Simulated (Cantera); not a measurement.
## Ignition delay

Mixture: H2 : O2 : N2 = 1 : 0.758 : 3.56 (molar parts), at 100000 Pa, adiabatic and at constant pressure. Ignition delay is the time to a rise of 400 K.

Computed with Cantera and the H2/O2 subset of GRI-Mech 3.0, which has no nitrogen chemistry. Where the delays flatten at high temperature, the 400 K rule measures the pace of heat release, not the induction time.

| T0 (K) | delay (ms) |
|---|---|
| 975 | 0.707 |
| 1050 | 0.166 |
| 1125 | 0.0887 |
| 1200 | 0.0580 |
| 1275 | 0.0427 |
| 1350 | 0.0343 |
| 1425 | 0.0298 |
| 1500 | 0.0275 |
| 1575 | 0.0267 |
| 1650 | 0.0270 |
